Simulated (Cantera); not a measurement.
**Hydrocarbon pyrolysis for carbon deposition**

An isothermal, constant-pressure homogeneous reactor starts with 7.69 % C2H6, 92.3 % H2, at 1375 K and 0.000120 bar.

Detailed kinetics in Cantera: GRI-Mech 3.0 (53 species, 325 reactions). GRI-Mech 3.0 stops at C3 and has no aromatics, soot or wall deposition, so with more carbon than oxygen in the feed, carbon stays in small species such as C2H2 where larger ones or solid carbon would form. Radical loss at walls, strong at low pressure, is not modelled.

```tsv
t (s)	x C2H6	x H2	x H	x C2H4	x CH4
0.000300	0.0769	0.923	1.27e-7	1.80e-10	1.38e-7
0.00115	0.0769	0.923	1.57e-6	1.85e-8	1.97e-6
0.00438	0.0768	0.923	1.46e-5	2.16e-6	2.66e-5
0.0168	0.0762	0.923	9.10e-5	0.000149	0.000300
0.0641	0.0702	0.921	0.000324	0.00326	0.00351
0.245	0.0290	0.900	0.00103	0.0203	0.0440
0.936	9.39e-5	0.882	0.000863	0.0194	0.0850
3.58	7.09e-6	0.884	0.000276	0.0114	0.0848
13.7	2.78e-6	0.885	0.000116	0.00540	0.0841
52.3	1.53e-6	0.886	7.47e-5	0.00124	0.0833
200	2.04e-6	0.887	9.96e-5	0.000182	0.0810
```
x: mole fraction; the columns are a selection and need not sum to one.

Equilibrium at this temperature and pressure: C2H6 2.25e-11, H2 0.933, H 0.000304, C2H4 8.23e-6, CH4 0.000103 (gas phase only).
